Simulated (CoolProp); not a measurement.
The numbers come from the reference Helmholtz-energy equation of state, Lemmon 2006 in CoolProp. It is a short technical equation, of lower accuracy than the large ones.

Task: Give the vapour pressure (kPa), enthalpy of vaporisation (kJ/kg), liquid cp (kJ/(kg K)), vapour Z of saturated carbonyl sulfide at -80.35, -65.05, -61.25 °C.

Result: 
```tsv
T (°C)	p (kPa)	enthalpy of vaporisation (kJ/kg)	liquid cp (kJ/(kg K))	vapour Z
-80.35	19.5	328	1.16	0.991
-65.05	48.1	319	1.17	0.983
-61.25	58.8	316	1.17	0.981
```
